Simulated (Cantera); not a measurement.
Charge: 1 mol Si, 0.011 mol N2O, 440 mol H2, equilibrated at 0.00293 Torr.

Equilibrium computed with Cantera from the NASA thermochemical tables; the gas is ideal and each condensed phase is pure. Candidate condensed phases: H2O, Si, SiO2, Si2N2O, Si3N4; 35 gas species. Mutual solubility and eutectic melting of coexisting phases are not modelled. The numbers say what is thermodynamically allowed, not how fast it happens.

Which condensed phases are stable at each of these points (T (K)): 950, 1025, 1100, 1175, 1250, 1325, 1400, 1475, 1550, 1625, 1700, 1775, 1850, 1925?


```tsv
T (K)	condensed phases	Si condensed (%)
950	Si(s) + Si2N2O(s)	100.0
1025	Si(s) + Si2N2O(s)	100.0
1100	Si(s) + Si2N2O(s)	99.6
1175	Si(s)	98.9
1250	Si(s)	98.8
1325	Si(s)	97.8
1400	Si(s)	89.5
1475	Si(s)	33.0
1550	gas only	0.0
1625	gas only	0.0
1700	gas only	0.0
1775	gas only	0.0
1850	gas only	0.0
1925	gas only	0.0
```

From 950 K to 1100 K the condensed part is Si(s) + Si2N2O(s). From 1175 K to 1475 K the condensed part is Si(s). From 1550 K to 1925 K nothing is condensed.
